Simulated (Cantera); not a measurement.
Premixed flame

A freely propagating, adiabatic, planar premixed flame of CO : H₂ : CH₄ : O₂ : N₂ = 1 : 0.047 : 0.33 : 1.62 : 5.51 (molar parts), equivalence ratio 0.73, unburnt at 423 K and 0.132 atm; mixture-averaged transport, grid criteria slope 0.08 and curve 0.16, no radiation.

Model: GRI-Mech 3.0 (53 species, 325 reactions), integrated in Cantera. Burning velocities carry a grid error of a few per cent, more on coarse grids.

| z (mm) | T (K) | u (m/s) | x CO | x H₂ | x CH₄ | x C₂H | x CO₂ | x CH₃ |
|---|---|---|---|---|---|---|---|---|
| -9.07 | 423 | 1.12 | 0.118 | 0.00554 | 0.0388 | <1e-8 | <1e-8 | <1e-8 |
| -6.05 | 423 | 1.12 | 0.118 | 0.00562 | 0.0388 | <1e-8 | 1.02e-8 | <1e-8 |
| -4.54 | 423 | 1.12 | 0.118 | 0.00582 | 0.0388 | <1e-8 | 2.44e-7 | <1e-8 |
| -3.02 | 425 | 1.13 | 0.117 | 0.00658 | 0.0387 | <1e-8 | 1.91e-5 | 3.52e-7 |
| -1.51 | 539 | 1.44 | 0.115 | 0.00968 | 0.0364 | <1e-8 | 0.00260 | 2.10e-5 |
| -0.756 | 819 | 2.19 | 0.113 | 0.0123 | 0.0269 | <1e-8 | 0.0104 | 0.000141 |
| 0 | 1225 | 3.28 | 0.111 | 0.0127 | 0.00735 | <1e-8 | 0.0316 | 0.000327 |
| 0.756 | 1404 | 3.75 | 0.0934 | 0.00817 | 0.000403 | <1e-8 | 0.0584 | 2.68e-5 |
| 1.51 | 1466 | 3.89 | 0.0745 | 0.00613 | 1.09e-5 | <1e-8 | 0.0797 | 8.32e-7 |
| 3.02 | 1545 | 4.06 | 0.0523 | 0.00621 | 1.01e-8 | <1e-8 | 0.104 | <1e-8 |
| 6.05 | 1636 | 4.26 | 0.0401 | 0.00638 | <1e-8 | <1e-8 | 0.119 | <1e-8 |
| 12.1 | 1738 | 4.49 | 0.0365 | 0.00569 | <1e-8 | <1e-8 | 0.123 | <1e-8 |
| 24.2 | 1846 | 4.73 | 0.0324 | 0.00459 | <1e-8 | <1e-8 | 0.129 | <1e-8 |
x: mole fraction of selected species; z is measured from the peak of heat release.

The laminar burning velocity is 112 cm/s and the thermal thickness is 3.02 mm. The peak x(C₂H) is <1e-8. The peak x(CH₃) is 0.000386 and the grid points comes out as 184.
